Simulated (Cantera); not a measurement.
Standard-state values (1 bar) from the NASA 1993 polynomials, evaluated with Cantera. Values are per mole of reaction as written; species without (g) are pure solids or liquids, kept so even where they would boil at 1 bar.

Problem. Between 350 and 1050 K, where is each reaction favourable under standard conditions?
- 3 Na2SO4 + 4 S ⇌ 3 Na2S + 4 SO3(g)

Solution. 
- 3 Na2SO4 + 4 S ⇌ 3 Na2S + 4 SO3(g): ΔG° is 1224 kJ at 350 K and 811 kJ at 1050 K; it stays positive (K < 1). ΔH° is 1349 kJ and ΔS° 513 J/K at 1050 K.
